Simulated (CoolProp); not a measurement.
Values from CoolProp's reference Helmholtz-energy equation of state, Lemmon 2006. It is a short technical equation, of lower accuracy than the large ones.

**Question.** For R142b, give the phase and the cv (kJ/(kg K)), speed of sound (m/s), Joule-Thomson coefficient (K/MPa) at 470 K and 1.49 bar.

**Answer.** 
- 470 K and 1.49 bar: gas; cv 1.00, speed of sound 204, Joule-Thomson coefficient 6.66
